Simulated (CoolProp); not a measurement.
Model: reference Helmholtz-energy equation of state, Akasaka 2024, in CoolProp.

**Question.** Give the vapour pressure (MPa), liquid density (kg/m³), liquid cp (kJ/(kg K)) of saturated R1132(E) at 280.8 K.

**Answer.** 
| T (K) | p (MPa) | liquid density (kg/m³) | liquid cp (kJ/(kg K)) |
|---|---|---|---|
| 280.8 | 1.03 | 978 | 1.79 |
